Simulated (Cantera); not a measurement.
A Cantera script and what it prints.

```python
import numpy as np
import cantera as ct

gas_names = """
    Mg I2
""".split()
cond_names = """
    MgI2(s) MgI2(L) I2(cr) I2(L)
""".split()


# ... load() reads the species with a 1 bar reference pressure and builds the phases ...
species = {s.name: s for s in load("nasa_gas.yaml", gas_names) + load("nasa_condensed.yaml", cond_names)}
# Each term lists the table entries of one substance; the one whose range holds T is used.
reactions = {
    'MgI2 = Mg(g) + I2(g)':
        [(-1, ['MgI2(s)', 'MgI2(L)']), (1, ['Mg']), (1, ['I2'])],
    'MgI2 = I2 + Mg(g)':
        [(-1, ['MgI2(s)', 'MgI2(L)']), (1, ['I2(cr)', 'I2(L)']), (1, ['Mg'])],
}


def pick(names, T):
    return next(species[n] for n in names if species[n].thermo.min_temp <= T <= species[n].thermo.max_temp)


results = []
for label, terms in reactions.items():
    print(label)
    print("     T/K   dH/kJ  dS/(J/K)   dG/kJ   log10 K")
    for T in [373, 398, 423, 448, 473, 498, 523, 548, 573, 598]:
        used = [(nu, pick(names, T)) for nu, names in terms]
        dH = sum(nu * s.thermo.h(T) for nu, s in used) / 1e6
        dS = sum(nu * s.thermo.s(T) for nu, s in used) / 1e3
        dG = dH - T * dS / 1e3
        logK = -dG * 1e6 / (ct.gas_constant * T * np.log(10))
        results.append((label, T, dH, dS, dG, logK, [s.name for _, s in used]))
        print(f"{T:8g} {dH:8.1f} {dS:8.1f} {dG:8.1f} {logK:8.2f}")
```

Result:

```
MgI2 = Mg(g) + I2(g)
     T/K   dH/kJ  dS/(J/K)   dG/kJ   log10 K
     373    575.1    275.5    472.3   -66.14
     398    574.6    274.2    465.5   -61.09
     423    574.1    273.0    458.6   -56.63
     448    573.6    271.8    451.8   -52.68
     473    573.0    270.6    445.0   -49.14
     498    572.4    269.4    438.3   -45.97
     523    571.9    268.3    431.6   -43.10
     548    571.3    267.2    424.9   -40.50
     573    570.7    266.1    418.2   -38.12
     598    570.1    265.1    411.6   -35.95
MgI2 = I2 + Mg(g)
     T/K   dH/kJ  dS/(J/K)   dG/kJ   log10 K
     373    514.2    135.4    463.7   -64.93
     398    530.1    176.7    459.8   -60.35
     423    530.7    178.0    455.4   -56.23
     448    531.2    179.2    450.9   -52.57
     473    531.7    180.3    446.4   -49.30
     498    532.2    181.3    441.9   -46.35
     523    532.7    182.2    437.4   -43.68
     548    533.1    183.1    432.8   -41.25
     573    533.6    183.9    428.2   -39.03
     598    534.0    184.7    423.6   -37.00
```

Cantera with NASA thermochemical tables; ideal gases at 1 bar, condensed phases pure. Condensed species are held in their standard states even where they would react or evaporate.
